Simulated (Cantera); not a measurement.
A perfectly stirred reactor is fed with H2 : O2 = 0.48 : 1 (molar parts), at 0.00320 bar; it is held at 1448 K, and followed from long to short residence time.

Model: GRI-Mech 3.0 (53 species, 325 reactions), integrated in Cantera. Radical loss at walls, strong at low pressure, is not modelled. The temperature is held fixed by assumption; the heat of reaction is taken as removed at once.

**Question.** What does this change do: H2 0.48 to 0.31 parts?

**Answer.** 
```csv
quantity,before,after
x(H2) at τ = 9.00 s,0.00244,0.00153
x(O2) at τ = 9.00 s,0.603,0.720
x(O) at τ = 9.00 s,0.00819,0.00885
x(H) at τ = 9.00 s,0.00245,0.00192
x(OH) at τ = 9.00 s,0.00907,0.00785
x(H2) at τ = 0.210 s,0.0182,0.0106
x(O2) at τ = 0.210 s,0.538,0.653
x(O) at τ = 0.210 s,0.0697,0.0682
x(H) at τ = 0.210 s,0.0602,0.0407
x(OH) at τ = 0.210 s,0.0234,0.0196
```

**Question.** What does this change do: pressure from 0.00320 bar to 0.0270 bar?

**Answer.** 
| quantity | before | after |
|---|---|---|
| x(H2) at τ = 9.00 s | 0.00244 | 0.000160 |
| x(O2) at τ = 9.00 s | 0.603 | 0.612 |
| x(O) at τ = 9.00 s | 0.00819 | 0.000463 |
| x(H) at τ = 9.00 s | 0.00245 | 3.31e-5 |
| x(OH) at τ = 9.00 s | 0.00907 | 0.00218 |
| x(H2) at τ = 0.210 s | 0.0182 | 0.00195 |
| x(O2) at τ = 0.210 s | 0.538 | 0.605 |
| x(O) at τ = 0.210 s | 0.0697 | 0.00585 |
| x(H) at τ = 0.210 s | 0.0602 | 0.00148 |
| x(OH) at τ = 0.210 s | 0.0234 | 0.00768 |
